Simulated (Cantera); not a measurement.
Hydrocarbon pyrolysis for carbon deposition

An isothermal, constant-pressure homogeneous reactor starts with C3H8 : H2 = 1 : 39 (molar parts), at 1925 K and 0.987 atm.

Detailed kinetics in Cantera: GRI-Mech 3.0 (53 species, 325 reactions). GRI-Mech 3.0 was tuned for natural gas; its chemistry of propane as a main component is partial and can be far from experiment. GRI-Mech 3.0 stops at C3 and has no aromatics, soot or wall deposition, so with more carbon than oxygen in the feed, carbon stays in small species such as C2H2 where larger ones or solid carbon would form.

```json
[
 {"t (s)": "1.00e-5", "x C3H8": "2.95e-7", "x H2": "0.944", "x CH2": "5.83e-6", "x C2H6": "4.61e-5", "x C2H2": "0.0111", "x CH3": "0.00190"},
 {"t (s)": "3.35e-5", "x C3H8": "7.85e-9", "x H2": "0.946", "x CH2": "1.36e-6", "x C2H6": "1.54e-5", "x C2H2": "0.0166", "x CH3": "0.000876"},
 {"t (s)": "0.000112", "x C3H8": "2.29e-9", "x H2": "0.947", "x CH2": "6.49e-7", "x C2H6": "8.00e-6", "x C2H2": "0.0194", "x CH3": "0.000597"},
 {"t (s)": "0.000376", "x C3H8": "1.82e-9", "x H2": "0.948", "x CH2": "6.16e-7", "x C2H6": "7.25e-6", "x C2H2": "0.0203", "x CH3": "0.000572"},
 {"t (s)": "0.00126", "x C3H8": "1.35e-9", "x H2": "0.949", "x CH2": "5.61e-7", "x C2H6": "5.88e-6", "x C2H2": "0.0217", "x CH3": "0.000515"},
 {"t (s)": "0.00422", "x C3H8": "6.14e-10", "x H2": "0.953", "x CH2": "4.33e-7", "x C2H6": "3.34e-6", "x C2H2": "0.0250", "x CH3": "0.000387"},
 {"t (s)": "0.0141", "x C3H8": "1.45e-10", "x H2": "0.958", "x CH2": "2.51e-7", "x C2H6": "1.08e-6", "x C2H2": "0.0293", "x CH3": "0.000216"},
 {"t (s)": "0.0474", "x C3H8": "3.95e-11", "x H2": "0.961", "x CH2": "1.26e-7", "x C2H6": "3.16e-7", "x C2H2": "0.0320", "x CH3": "0.000105"},
 {"t (s)": "0.159", "x C3H8": "2.75e-11", "x H2": "0.962", "x CH2": "9.82e-8", "x C2H6": "2.20e-7", "x C2H2": "0.0326", "x CH3": "8.10e-5"},
 {"t (s)": "0.532", "x C3H8": "2.74e-11", "x H2": "0.962", "x CH2": "9.78e-8", "x C2H6": "2.19e-7", "x C2H2": "0.0326", "x CH3": "8.07e-5"},
 {"t (s)": "1.78", "x C3H8": "2.74e-11", "x H2": "0.962", "x CH2": "9.78e-8", "x C2H6": "2.19e-7", "x C2H2": "0.0326", "x CH3": "8.07e-5"},
 {"t (s)": "5.97", "x C3H8": "2.74e-11", "x H2": "0.962", "x CH2": "9.78e-8", "x C2H6": "2.19e-7", "x C2H2": "0.0326", "x CH3": "8.07e-5"},
 {"t (s)": "20.0", "x C3H8": "2.74e-11", "x H2": "0.962", "x CH2": "9.78e-8", "x C2H6": "2.19e-7", "x C2H2": "0.0326", "x CH3": "8.07e-5"}
]
```
x: mole fraction; the columns are a selection and need not sum to one.

Equilibrium at this temperature and pressure: C3H8 2.74e-11, H2 0.962, CH2 9.78e-8, C2H6 2.19e-7, C2H2 0.0326, CH3 8.07e-5 (gas phase only).
